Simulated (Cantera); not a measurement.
Ignition delay

Mixture: 2.63 % C3H8, 16.9 % O2, 64.2 % N2, 16.3 % H2O, equivalence ratio 0.78, at 180000 Pa, adiabatic and at constant volume. Ignition delay is the time to a rise of 400 K.

Computed with Cantera and GRI-Mech 3.0 (53 species, 325 reactions). GRI-Mech 3.0 was tuned for natural gas; its chemistry of propane as a main component is partial and can be far from experiment.

| T0 (K) | delay (ms) |
|---|---|
| 1250 | 1.93 |
| 1300 | 0.807 |
| 1350 | 0.367 |
| 1400 | 0.181 |
| 1450 | 0.0972 |
| 1500 | 0.0561 |
| 1550 | 0.0348 |

The apparent activation energy between 1450 and 1550 K is 190 kJ/mol.
